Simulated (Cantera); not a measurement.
# Ignition delay

Mixture: CH4 : C2H6 : C3H8 : O2 : N2 = 1 : 0.049 : 0.054 : 3.54 : 13.3 (molar parts), at 750 Torr, adiabatic and at constant volume. Ignition delay is the time to a rise of 400 K.

Cantera simulation using GRI-Mech 3.0 (53 species, 325 reactions); the numbers are that mechanism's predictions, not measurements.

| T0 (K) | delay (ms) |
|---|---|
| 1125 | 26.6 |
| 1200 | 7.95 |
| 1275 | 2.55 |
| 1350 | 0.916 |
| 1425 | 0.377 |
| 1500 | 0.178 |
| 1575 | 0.0954 |
| 1650 | 0.0570 |

- apparent activation energy between 1500 and 1650 K: 160 kJ/mol
